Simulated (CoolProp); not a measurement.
CH3F (R41) along the isotherm -54.05 °C: fugacity coefficient from the reference equation and from simpler models built on Tc = 44.1 °C, pc = 5.906 MPa, ω = 0.200; each cubic takes its own stable root.

Computed with CoolProp (reference Helmholtz-energy equation of state, Lemmon 2006). It is a short technical equation, of lower accuracy than the large ones.

| p (MPa) | phase | reference | van der Waals | Redlich-Kwong | Soave-Redlich-Kwong | Peng-Robinson |
|---|---|---|---|---|---|---|
| 1.34 | liquid | 0.2305 | 0.7226 | 0.3262 | 0.2371 | 0.2353 |
| 2.68 | liquid | 0.1188 | 0.3824 | 0.1696 | 0.1231 | 0.1217 |
| 4.03 | liquid | 0.08141 | 0.2691 | 0.1173 | 0.08508 | 0.08369 |
| 5.37 | liquid | 0.06295 | 0.2135 | 0.09151 | 0.06630 | 0.06494 |
| 6.71 | liquid | 0.05191 | 0.1806 | 0.07611 | 0.05509 | 0.05373 |
| 8.05 | liquid | 0.04457 | 0.1591 | 0.06592 | 0.04767 | 0.04629 |
| 9.4 | liquid | 0.03933 | 0.1439 | 0.05867 | 0.04239 | 0.04099 |
| 10.7 | liquid | 0.03556 | 0.1333 | 0.05348 | 0.03861 | 0.03718 |
| 12.1 | liquid | 0.03243 | 0.1247 | 0.04921 | 0.03549 | 0.03403 |
| 13.4 | liquid | 0.03013 | 0.1186 | 0.04609 | 0.03322 | 0.03172 |
| 14.8 | liquid | 0.02814 | 0.1136 | 0.04341 | 0.03126 | 0.02972 |
